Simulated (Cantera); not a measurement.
**Stirred combustor or abatement burner**

A perfectly stirred reactor is fed with CH3OH : O2 : N2 = 1 : 2.38 : 13 (molar parts), at 5.70 bar; it is adiabatic with a 498 K inlet, and is followed from long to short residence time, starting on the burning branch (τ in s: 0.075, 0.035, 0.017, 0.0078, 0.0037, 0.0017, 0.00081, 0.00038, 0.00018, 8.5e-05, 4e-05, 1.9e-05).

Detailed kinetics in Cantera: GRI-Mech 3.0 (53 species, 325 reactions). GRI-Mech 3.0 was tuned for natural gas; its chemistry of methanol as a main component is partial and can be far from experiment.

| τ (s) | T (K) | x CH3OH | x O2 | x CO | x CH2 | x HCO |
|---|---|---|---|---|---|---|
| 0.075 | 1628 | 4.37e-6 | 0.0522 | 0.000210 | 1.32e-10 | 1.06e-8 |
| 0.035 | 1626 | 7.62e-6 | 0.0522 | 0.000367 | 2.31e-10 | 2.27e-8 |
| 0.017 | 1624 | 1.29e-5 | 0.0524 | 0.000622 | 4.01e-10 | 4.67e-8 |
| 0.0078 | 1619 | 2.28e-5 | 0.0526 | 0.00111 | 7.62e-10 | 1.02e-7 |
| 0.0037 | 1611 | 4.01e-5 | 0.0531 | 0.00197 | 1.52e-9 | 2.15e-7 |
| 0.0017 | 1595 | 7.64e-5 | 0.0540 | 0.00375 | 3.38e-9 | 4.71e-7 |
| 0.00081 | 1543 | 0.000220 | 0.0575 | 0.00986 | 5.77e-9 | 1.02e-6 |
| 0.00038 | 498 | 0.0611 | 0.145 | <1e-12 | <1e-12 | <1e-12 |
| 0.00018 | 498 | 0.0611 | 0.145 | <1e-12 | <1e-12 | <1e-12 |
| 8.5e-5 | 498 | 0.0611 | 0.145 | <1e-12 | <1e-12 | <1e-12 |
| 4.0e-5 | 498 | 0.0611 | 0.145 | <1e-12 | <1e-12 | <1e-12 |
| 1.9e-5 | 498 | 0.0611 | 0.145 | <1e-12 | <1e-12 | <1e-12 |
x: mole fraction; the columns are a selection and need not sum to one.
